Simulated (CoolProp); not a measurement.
A closed Brayton cycle with carbon dioxide: compressor inlet 325.15 K and 9.9 MPa, high pressure 20.4 MPa, turbine inlet 625 K, compressor efficiency 0.89, turbine efficiency 0.9, recuperator effectiveness 0.9 (on enthalpy, no pinch check). Each further row changes one setting.

Computed with CoolProp (reference Helmholtz-energy equation of state, Span 1996).

```tsv
case	thermal efficiency (%)	net work (kJ/kg)	compressor to turbine work	compressor exit (K)	turbine exit (K)
as stated	24.4	41.9	0.40	373.7	549.5
turbine inlet 575 K	21.7	34.5	0.45	373.7	502.3
compressor inlet 335.15 K	23.1	35.8	0.49	?	549.5
high pressure 17.3 MPa	?	34.5	0.37	?	566.5
recuperator effectiveness 0.5	?	41.9	0.40	373.7	549.5
```

Task: Fill in the missing entries.

Result: 
- compressor inlet 335.15 K, compressor exit (K): 392.8
- high pressure 17.3 MPa, thermal efficiency (%): 22.9
- high pressure 17.3 MPa, compressor exit (K): 362.6
- recuperator effectiveness 0.5, thermal efficiency (%): 16.3
